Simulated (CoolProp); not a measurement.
Model: reference Helmholtz-energy equation of state, Lemmon 2013, in CoolProp.

**Question.** For propylene, give the phase and the cp (kJ/(kg K)), conductivity (mW/(m K)) at 378.2 K and 282 bar.

**Answer.** 
- 378.2 K and 282 bar: supercritical; cp 2.63, conductivity 108

Thermal conductivity comes from a separate model (Huber 2003), an estimate that may be off by 10 % or more.
